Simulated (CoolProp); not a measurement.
Fluorine along the isotherm -126.45 °C: fugacity coefficient from the reference equation and from simpler models built on Tc = -128.7 °C, pc = 52.40 bar, ω = 0.045; each cubic takes its own stable root.

Model: reference Helmholtz-energy equation of state, de Reuck 1990, in CoolProp.

| p (bar) | phase | reference | Redlich-Kwong | Peng-Robinson |
|---|---|---|---|---|
| 0.249 | gas | 0.9985 | 0.9985 | 0.9983 |
| 0.402 | gas | 0.9976 | 0.9975 | 0.9972 |
| 0.649 | gas | 0.9962 | 0.9960 | 0.9955 |
| 1.05 | gas | 0.9938 | 0.9935 | 0.9927 |
| 1.69 | gas | 0.9900 | 0.9895 | 0.9883 |
| 2.74 | gas | 0.9838 | 0.9830 | 0.9811 |
| 4.42 | gas | 0.9739 | 0.9727 | … |
| 7.14 | gas | 0.9578 | 0.9560 | … |
| 11.5 | gas | 0.9321 | 0.9295 | … |
| 18.6 | gas | … | 0.8868 | 0.8753 |
| 30.1 | gas | … | 0.8185 | 0.8017 |
| 48.6 | gas | 0.7124 | 0.7083 | … |
| 78.6 | supercritical | 0.5179 | 0.5211 | 0.4987 |

Q: Complete the blanks.

A: 
- 4.42, Peng-Robinson: 0.9696
- 7.14, Peng-Robinson: 0.9511
- 11.5, Peng-Robinson: 0.9219
- 18.6, reference: 0.8903
- 30.1, reference: 0.8227
- 48.6, Peng-Robinson: 0.6860
